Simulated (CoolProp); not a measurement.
Sulfur hexafluoride along the isobar 54.9 bar: density (kg/m³) from the reference equation and from simpler models built on Tc = 318.7 K, pc = 37.55 bar, ω = 0.210; each cubic takes its own stable root.

Values from CoolProp's reference Helmholtz-energy equation of state, Guder 2009.

| T (K) | phase | reference |
|---|---|---|
| 258.5 | liquid | 1698 |
| 285.7 | liquid | 1533 |
| 313 | liquid | 1296 |
| 340.3 | supercritical | 706.0 |
| 367.5 | supercritical | 407.5 |
| 394.8 | supercritical | 324.3 |
| 422.1 | supercritical | 278.5 |
| 449.4 | supercritical | 247.6 |
| 476.6 | supercritical | 224.8 |
| 503.9 | supercritical | 206.7 |
| 531.2 | supercritical | 192.0 |
| 558.4 | supercritical | 179.8 |

How far does each simpler model (van der Waals, Peng-Robinson) lie from the reference over these 12 states: mean and median of the absolute difference, and the worst?


- van der Waals: mean 13.2 %, median 7.8 %, worst -33.2 % at 258.5 K and 54.9 bar
- Peng-Robinson: mean 2.6 %, median 2.1 %, worst +7.5 % at 258.5 K and 54.9 bar
